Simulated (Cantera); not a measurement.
Input: 1 mol NF₃, a varied amount of H₂, 0.81 mol N₂, held at 2873 K and 39.0 Pa.

Method: chemical equilibrium by Gibbs-energy minimisation in Cantera with the NASA 1993 tables (ideal gas, pure condensed phases). Kinetics and transport are ignored.

### Question
At 0.74 mol H₂, list the 4 most abundant gas species with their mole fractions, and the condensed phases.

### Answer
F 0.405, N₂ 0.279, HF 0.235, H 0.0801. Condensed: gas only.
